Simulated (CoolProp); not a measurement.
Properties of methanol along the isobar 10.7 MPa (Tc = 513.4 K, pc = 8.216 MPa, ω = 0.565).

Model: reference Helmholtz-energy equation of state, de Reuck 1993, in CoolProp.

```csv
T (K),phase,density (kg/m³),speed of sound (m/s),expansivity (1/kK),conductivity (mW/(m K)),Prandtl number
443.3,liquid,639.6,718.8,2.410,177,2.86
458,liquid,615.4,658.0,2.862,174,2.71
472.8,liquid,587.1,591.2,3.536,172,2.58
487.5,liquid,553.3,517.2,4.641,169,2.48
502.2,liquid,509.4,429.0,6.953,166,2.48
516.9,supercritical,441.0,317.8,14.19,161,2.80
531.7,supercritical,251.3,218.3,66.02,143,5.39
546.4,supercritical,148.4,268.7,19.01,93.7,2.34
561.1,supercritical,121.8,301.1,9.973,83.4,1.61
575.8,supercritical,107.8,318.7,7.085,80.1,1.34
590.6,supercritical,98.27,332.3,5.493,78.9,1.19
605.3,supercritical,91.38,344.2,4.458,78.8,1.08
620,supercritical,86.07,354.8,3.736,79.3,1.01
```

Viscosity comes from a separate model (Xiang 2006). Thermal conductivity comes from a separate model (Sykioti 2013).
